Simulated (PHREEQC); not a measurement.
Consider water at 50 °C with 15 mmol/kgw H3BO3 and 3.8 mmol/kgw LiOH. Closed to the air; pH follows from the charge balance.

All values are PHREEQC results (ion-association model, phreeqc.dat), not measurements.

This is a speciation only: nothing precipitates in the calculation.

Task: What pH, ionic strength does the model give?

Result: pH 8.55; ionic strength 0.00380 mol/kgw.

Task: In which forms is B present?

Result: H3BO3 75 %, H2BO3- 25 % of the B.

Species that the database lacks are ignored. Constants without temperature data keep their 25 °C values here.
